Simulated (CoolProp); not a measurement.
Saturated liquid density (kg/m³) of isobutene: the reference equation beside estimates from Tc = 418.1 K, pc = 40.16 bar, ω = 0.193. Rackett uses Z = 0.29056 − 0.08775 ω.

Model: reference Helmholtz-energy equation of state, Lemmon 2005, in CoolProp. It is a short technical equation, of lower accuracy than the large ones.

```tsv
T (K)	reference	Rackett	van der Waals	Redlich-Kwong	Soave-Redlich-Kwong	Peng-Robinson
243.6	651.5	650.0	404.2	596.1	607.5	685.4
247.6	647.1	645.7	401.6	591.7	603.5	681.1
251.7	642.6	641.2	399.0	587.2	599.3	676.6
255.7	638.2	636.8	396.3	582.6	595.1	672.1
259.7	633.8	632.3	393.7	578.0	590.8	667.5
263.7	629.3	627.8	391.0	573.3	586.5	662.7
267.7	624.7	623.3	388.2	568.5	582.0	657.9
271.7	620.1	618.7	385.4	563.6	577.4	652.9
275.7	615.5	614.0	382.6	558.6	572.8	647.8
279.7	610.8	609.3	379.7	553.5	568.0	642.6
283.7	606.1	604.5	376.7	548.3	563.1	637.3
```

Absolute difference from the reference over all 11 rows, mean and median: Rackett 0.2 and 0.2 %, van der Waals 37.9 and 37.9 %, Redlich-Kwong 8.9 and 8.9 %, Soave-Redlich-Kwong 6.8 and 6.8 %, Peng-Robinson 5.3 and 5.3 %.
